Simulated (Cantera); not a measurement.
Charge: 1 mol Si, 1.2 mol HCl, 0.44 mol H2, at 850 K and 0.133 bar.

Cantera equilibrium calculation (NASA polynomials, part measured and part estimated; ideal gas, pure solids and liquids). Candidate condensed phases: Si; 19 gas species. The tables' values for SiCl3 are old estimates; treat these amounts as uncertain. Rates play no part.

Problem. What is the equilibrium state?

Solution. 
| Item | Result |
|---|---|
| x(H2) | 0.756 |
| x(SiCl4) | 0.186 |
| x(SiHCl3) | 0.0516 |
| x(HCl) | 0.00453 |
| x(SiH2Cl2) | 0.00126 |
| x(SiCl3) | 0.000291 |
| x(SiCl2) | 3.22e-5 |
| x(SiH3Cl) | 7.28e-6 |
| n(Si(s)) | 0.683 mol |
| gas amount | 1.324 mol |
